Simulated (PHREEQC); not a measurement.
Dissolve 0.12 mol NaHCO3 and 0.074 mol Na2SO4 per kg of water at 25 °C. Closed to the air; pH follows from the charge balance.

Equilibrium calculation in PHREEQC: ion-association model, wateq4f.dat.

Task: The ionic strength comes out as 0.300 mol/kgw. What activity coefficients do NaCO3-, OH-, CO3-2, SO4-2, Na+ get?

Result: NaCO3- 0.72, OH- 0.67, CO3-2 0.27, SO4-2 0.25, Na+ 0.72.

No solid was allowed to form.
